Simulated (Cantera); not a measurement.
Charge: 1 mol SiF₄, 0.38 mol C₂H₂, 13 mol H₂, held at 750 °C and 1.00 Torr.

These are equilibrium values from Cantera (NASA tables, ideal gas, pure condensed phases), not measurements of a reactor. Candidate condensed phases: C, C₆H₆, C₇H₈, C₈H₁₈, Si, SiC; 113 gas species. The tables' values for SiF₃ are old estimates; treat these amounts as uncertain. Rates play no part.

Base state: H₂ 0.930, SiF₄ 0.0691, HF 0.000532, SiHF₃ 0.000378, SiF₃ 9.19e-5, CH₄ 8.63e-5 (mole fractions); condensed: C(graphite) + SiC(s).

Q: What changes in the equilibrium state with this change: pressure from 1.00 Torr to 100 Torr?

A: 
| species | before | after |
|---|---|---|
| H₂ | 0.930 | 0.921 |
| SiF₄ | 0.0691 | 0.0697 |
| CH₄ | 8.63e-5 | 0.00847 |
| SiF₃ | 9.19e-5 | 1.08e-5 |
| HF | 0.000532 | 0.000455 |
| SiHF₃ | 0.000378 | 0.000441 |
| C(graphite), mol | 0.759 | 0.639 |
| SiC(s), mol | 0.000214 | 0 |
